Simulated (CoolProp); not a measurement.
Toluene along the isobar 13.8 MPa: density (kg/m³) from the reference equation and from simpler models built on Tc = 591.7 K, pc = 4.126 MPa, ω = 0.266; each cubic takes its own stable root.

The numbers come from the reference Helmholtz-energy equation of state, Lemmon 2006 in CoolProp. It is a short technical equation, of lower accuracy than the large ones.

```json
[
 {"T (K)": "295", "phase": "liquid", "reference": "875.3"},
 {"T (K)": "307", "phase": "liquid", "reference": "864.8"},
 {"T (K)": "319", "phase": "liquid", "reference": "854.3"},
 {"T (K)": "331", "phase": "liquid", "reference": "843.7"},
 {"T (K)": "343", "phase": "liquid", "reference": "833.1"},
 {"T (K)": "355", "phase": "liquid", "reference": "822.5"},
 {"T (K)": "367", "phase": "liquid", "reference": "811.7"},
 {"T (K)": "379", "phase": "liquid", "reference": "800.9"},
 {"T (K)": "391", "phase": "liquid", "reference": "790.0"},
 {"T (K)": "403.1", "phase": "liquid", "reference": "778.8"},
 {"T (K)": "415.1", "phase": "liquid", "reference": "767.6"},
 {"T (K)": "427.1", "phase": "liquid", "reference": "756.2"},
 {"T (K)": "439.1", "phase": "liquid", "reference": "744.6"},
 {"T (K)": "451.1", "phase": "liquid", "reference": "732.8"},
 {"T (K)": "463.1", "phase": "liquid", "reference": "720.8"}
]
```

### Question
How far does each simpler model (van der Waals, Redlich-Kwong, Soave-Redlich-Kwong, Peng-Robinson) lie from the reference over these 15 states: mean and median of the absolute difference, and the worst?

### Answer
- van der Waals: mean 38.1 %, median 38.1 %, worst -39.8 % at 295 K and 13.8 MPa
- Redlich-Kwong: mean 11.8 %, median 11.7 %, worst -12.3 % at 295 K and 13.8 MPa
- Soave-Redlich-Kwong: mean 9.7 %, median 9.5 %, worst -10.8 % at 295 K and 13.8 MPa
- Peng-Robinson: mean 1.5 %, median 1.8 %, worst +2.2 % at 439.1 K and 13.8 MPa
